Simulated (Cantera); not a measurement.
An adiabatic, constant-pressure homogeneous reactor starts with CO : H2 : O2 : N2 = 1 : 0.073 : 0.547 : 2.06 (molar parts), equivalence ratio 0.98, at 1123 K and 1.00 bar.

Cantera simulation using GRI-Mech 3.0 (53 species, 325 reactions); the numbers are that mechanism's predictions, not measurements.

Task: Predict: time of steepest temperature rise; temperature at 7.00 s; equilibrium temperature; x(CO) at 7.00 s; x(H2) at 7.00 s; x(O2) at 7.00 s; x(CO2) at 7.00 s; x(N2O) at 7.00 s; x(HO2) at 7.00 s.

Result: 
```
Property                                                             Value
---------------------------------  ---------------------------------------
time of steepest temperature rise                                 0.185 ms
temperature at 7.00 s                                               2646 K
equilibrium temperature                                             2646 K
x(CO) at 7.00 s                      0.0860 (gas-phase equilibrium 0.0860)
x(H2) at 7.00 s                    0.00104 (gas-phase equilibrium 0.00104)
x(O2) at 7.00 s                      0.0373 (gas-phase equilibrium 0.0373)
x(CO2) at 7.00 s                       0.217 (gas-phase equilibrium 0.217)
x(N2O) at 7.00 s                   5.41e-7 (gas-phase equilibrium 5.41e-7)
x(HO2) at 7.00 s                   2.33e-6 (gas-phase equilibrium 2.33e-6)
```
